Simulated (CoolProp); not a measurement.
Vapour-liquid equilibrium of ethane (1) + hydrogen chloride (2) at 0.229 MPa; x and y are mole fractions of (1).

Computed with CoolProp (multi-fluid Helmholtz-energy mixture model, Bücker 2006 and Thol 2018; pair parameters Bell 2016).

Q: Give the bubble temperature and the first vapour's composition at x = 0.35, 0.45, 0.75. Is there an azeotrope?

A: x = 0.35: 194.7 K, y = 0.481; x = 0.45: 194.4 K, y = 0.507; x = 0.75: 195.1 K, y = 0.621. y crosses x between x = 0.45 and 0.55: the model has an azeotrope there.

The pair parameters rest on a limited set of measurements; away from them the model extrapolates.
